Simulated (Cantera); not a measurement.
Charge: 1 mol Ti(OiPr)₄, 3 mol H₂O, held at 0.300 bar.

Cantera equilibrium calculation (NASA polynomials, part measured and part estimated; ideal gas, pure solids and liquids). Candidate condensed phases: C, C₆H₆, C₇H₈, C₈H₁₈, H₂O, Ti, TiC, TiO, TiO₂, Ti₂O₃, Ti₃O₅, Ti₄O₇; 113 gas species. The feed counts by its element totals alone. TiC: taken at fixed stoichiometry. Rates play no part. All values below are at 1850 °C.

Base state: H₂ 0.702, CO 0.291, H 0.00549, C₂H₂ (acetylene) 0.00116, CH₄ 4.62e-5 (mole fractions); condensed: C(graphite) + TiC(s).

### Question
What changes in the equilibrium state with this change: Ti(OiPr)₄ replaced by Ti?

### Answer
```
species            before     after
----------------  -------  --------
H₂                  0.702     0.579
H₂O               4.54e-6     0.415
H                 0.00549   0.00499
CO                  0.291         0
C₂H₂ (acetylene)  0.00116         0
OH                4.38e-9  0.000442
CH₄               4.62e-5         0
C(graphite), mol     3.94         0
TiC(s), mol         1.000         0
Ti₄O₇(l), mol           0     0.250
```
Condensed phases not in the tables: Magnéli phases beyond Ti₄O₇.

### Question
What changes in the equilibrium state with this change: H₂O from 3 to 29 mol?

### Answer
| species | before | after |
|---|---|---|
| H₂ | 0.702 | 0.456 |
| H₂O | 4.54e-6 | 0.322 |
| CO | 0.291 | 0.191 |
| CO₂ | 3.74e-7 | 0.0268 |
| C₂H₂ (acetylene) | 0.00116 | <1e-9 |
| OH | 4.38e-9 | 0.000386 |
| CH₄ | 4.62e-5 | <1e-9 |
| H | 0.00549 | 0.00442 |
| C(graphite), mol | 3.94 | 0 |
| TiC(s), mol | 1.000 | 0 |
| Ti₄O₇(l), mol | 0 | 0.250 |
Condensed phases not in the tables: Magnéli phases beyond Ti₄O₇.
